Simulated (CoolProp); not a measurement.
Properties of oxygen along the isotherm 110.9 K (Tc = 154.6 K, pc = 5.046 MPa, ω = 0.022).

Model: reference Helmholtz-energy equation of state, Schmidt 1985, in CoolProp.

| p (MPa) | phase | Z | Joule-Thomson coefficient (K/MPa) | viscosity (µPa s) | Prandtl number | fugacity coefficient |
|---|---|---|---|---|---|---|
| 1.16 | liquid | 0.03899 | -0.1939 | 120 | 1.79 | 0.4575 |
| 1.75 | liquid | 0.05869 | -0.1995 | 121 | 1.79 | 0.3093 |
| 2.33 | liquid | 0.07797 | -0.2048 | 122 | 1.78 | 0.2369 |
| 2.91 | liquid | 0.09718 | -0.2099 | 123 | 1.78 | 0.1934 |
| 3.49 | liquid | 0.1163 | -0.2148 | 124 | 1.78 | 0.1644 |
| 4.08 | liquid | 0.1357 | -0.2196 | 125 | 1.78 | 0.1434 |
| 4.66 | liquid | 0.1547 | -0.2241 | 126 | 1.77 | 0.1280 |
| 5.24 | liquid | 0.1736 | -0.2285 | 127 | 1.77 | 0.1161 |
| 5.82 | liquid | 0.1925 | -0.2327 | 128 | 1.77 | 0.1065 |
| 6.41 | liquid | 0.2116 | -0.2369 | 129 | 1.77 | 0.09862 |
| 6.99 | liquid | 0.2303 | -0.2408 | 130 | 1.77 | 0.09218 |
| 7.57 | liquid | 0.2490 | -0.2446 | 131 | 1.77 | 0.08676 |

Viscosity comes from a separate model (Lemmon 2004). Thermal conductivity comes from a separate model (Lemmon 2004).
